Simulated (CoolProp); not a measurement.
Vapour-liquid equilibrium of isobutene (1) + ethanol (2) at 358.1 K; x and y are mole fractions of (1).

The numbers come from the multi-fluid Helmholtz-energy mixture model, Lemmon 2005 and Schroeder 2014; pair parameters Bell 2016 in CoolProp.

| x | bubble pressure, mixture model (bar) | bubble pressure, Raoult's law (bar) | y, mixture model | y, Raoult's law |
|---|---|---|---|---|
| 0.05 | 3.281 | 1.918 | [?] | 0.354 |
| 0.2 | [?] | 3.759 | [?] | 0.723 |
| 0.35 | 10.33 | 5.601 | [?] | 0.849 |
| 0.5 | 11.10 | 7.442 | [?] | 0.912 |
| 0.65 | 11.51 | 9.284 | 0.903 | 0.951 |
| 0.8 | [?] | 11.13 | [?] | 0.977 |
| 0.95 | 13.21 | 12.97 | 0.972 | 0.995 |

Q: What belongs in the gaps?

A: 
- 0.05, y, mixture model: 0.604
- 0.2, bubble pressure, mixture model (bar): 8.011
- 0.2, y, mixture model: 0.844
- 0.35, y, mixture model: 0.884
- 0.5, y, mixture model: 0.895
- 0.8, bubble pressure, mixture model (bar): 12.18
- 0.8, y, mixture model: 0.923

The largest gap from Raoult's law is +113.1 % in bubble pressure, at x = 0.2. No azeotrope shows between x = 0.05 and 0.95.

Pair parameters are fitted to limited data, so mixtures are less certain than the pure fluids. With so large a gap from Raoult's law the liquid may split in two, which this calculation doesn't test in full.
